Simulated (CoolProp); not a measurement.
R236FA along the isobar 10.8 bar: Z from the reference equation and from simpler models built on Tc = 398.1 K, pc = 31.91 bar, ω = 0.377; each cubic takes its own stable root.

Model: reference Helmholtz-energy equation of state, Pan 2012, in CoolProp.

| T (K) | phase | reference | van der Waals | Redlich-Kwong | Soave-Redlich-Kwong | Peng-Robinson |
|---|---|---|---|---|---|---|
| 247.7 | liquid | 0.05241 | 0.08904 | 0.06078 | 0.05793 | 0.05135 |
| 258.5 | liquid | 0.05129 | 0.08703 | 0.05962 | 0.05662 | 0.05015 |
| 269.4 | liquid | 0.05033 | 0.08535 | 0.05868 | 0.05554 | 0.04915 |
| 280.3 | liquid | 0.04953 | ___ | 0.05799 | 0.05470 | 0.04836 |
| 291.2 | liquid | 0.04889 | 0.08301 | 0.05755 | 0.05409 | 0.04779 |
| 302.1 | liquid | 0.04841 | ___ | 0.05740 | 0.05375 | 0.04745 |
| 312.9 | liquid | 0.04812 | 0.7770 | 0.05756 | 0.05371 | 0.04738 |
| 323.8 | liquid | ___ | 0.7997 | 0.05814 | 0.05401 | 0.04762 |
| 334.7 | liquid | 0.04819 | 0.8188 | 0.7702 | 0.05478 | 0.04827 |
| 345.6 | liquid | 0.04870 | 0.8351 | 0.7961 | 0.05622 | 0.04952 |
| 356.5 | gas | 0.7871 | 0.8493 | ___ | 0.8013 | 0.7874 |
| 367.4 | gas | 0.8160 | 0.8616 | 0.8357 | 0.8252 | 0.8117 |
| 378.2 | gas | 0.8390 | 0.8725 | ___ | 0.8451 | 0.8320 |
| 389.1 | gas | 0.8581 | ___ | 0.8648 | 0.8623 | 0.8495 |
| 400 | gas | 0.8741 | 0.8909 | 0.8766 | 0.8771 | 0.8647 |

What belongs in the gaps?


- 280.3, van der Waals: 0.08400
- 302.1, van der Waals: 0.08241
- 323.8, reference: 0.04803
- 356.5, Redlich-Kwong: 0.8175
- 378.2, Redlich-Kwong: 0.8512
- 389.1, van der Waals: 0.8822

At some of these states van der Waals, Redlich-Kwong gives the other phase, because its saturation line lies elsewhere.
